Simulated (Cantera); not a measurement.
# Adiabatic ignition

An adiabatic, constant-volume homogeneous reactor starts with 13.6 % CO, 5.32 % H2, 16.9 % O2, 63.7 % N2, 0.396 % CO2, equivalence ratio 0.56, at 1050 K and 350000 Pa.

Detailed kinetics in Cantera: GRI-Mech 3.0 (53 species, 325 reactions). The hydrogen kinetics of GRI-Mech 3.0 are dated; newer H2 mechanisms differ, most at raised pressure.

| t (s) | T (K) | P (bar) | x CO | x H2 | x O2 | x H2O2 | x H2O | x OH |
|---|---|---|---|---|---|---|---|---|
| 3.00e-6 | 1050 | 3.50 | 0.136 | 0.0532 | 0.169 | <1e-12 | 5.04e-10 | 1.07e-10 |
| 7.17e-6 | 1050 | 3.50 | 0.136 | 0.0532 | 0.169 | 3.26e-12 | 2.83e-9 | 2.29e-10 |
| 1.72e-5 | 1050 | 3.50 | 0.136 | 0.0532 | 0.169 | 3.54e-11 | 1.37e-8 | 4.29e-10 |
| 4.10e-5 | 1050 | 3.50 | 0.136 | 0.0532 | 0.169 | 3.49e-10 | 6.44e-8 | 9.06e-10 |
| 9.81e-5 | 1050 | 3.50 | 0.136 | 0.0532 | 0.169 | 3.99e-9 | 4.30e-7 | 3.54e-9 |
| 0.000235 | 1050 | 3.50 | 0.136 | 0.0532 | 0.169 | 2.08e-7 | 9.59e-6 | 6.16e-8 |
| 0.000561 | 1139 | 3.78 | 0.134 | 0.0466 | 0.165 | 0.000172 | 0.00638 | 0.000118 |
| 0.00134 | 2629 | 8.01 | 0.0124 | 0.000718 | 0.0816 | 3.98e-7 | 0.0536 | 0.00730 |
| 0.00321 | 2616 | 7.97 | 0.0120 | 0.000699 | 0.0782 | 3.80e-7 | 0.0538 | 0.00700 |
| 0.00767 | 2612 | 7.96 | 0.0118 | 0.000692 | 0.0770 | 3.74e-7 | 0.0539 | 0.00688 |
| 0.0183 | 2611 | 7.95 | 0.0118 | 0.000692 | 0.0769 | 3.74e-7 | 0.0539 | 0.00688 |
| 0.0439 | 2611 | 7.95 | 0.0118 | 0.000692 | 0.0769 | 3.74e-7 | 0.0539 | 0.00688 |
| 0.105 | 2611 | 7.95 | 0.0118 | 0.000692 | 0.0769 | 3.74e-7 | 0.0539 | 0.00688 |
| 0.251 | 2611 | 7.95 | 0.0118 | 0.000692 | 0.0769 | 3.74e-7 | 0.0539 | 0.00688 |
| 0.600 | 2611 | 7.95 | 0.0118 | 0.000692 | 0.0769 | 3.74e-7 | 0.0539 | 0.00688 |
x: mole fraction; the columns are a selection and need not sum to one.

The time of steepest temperature rise is 0.573 ms and the temperature at 0.600 s comes out as 2611 K. The equilibrium temperature comes out as 2611 K and the x(CO) at 0.600 s is 0.0118 (gas-phase equilibrium 0.0118). The x(H2) at 0.600 s comes out as 0.000692 (gas-phase equilibrium 0.000692) and the x(O2) at 0.600 s is 0.0769 (gas-phase equilibrium 0.0769).
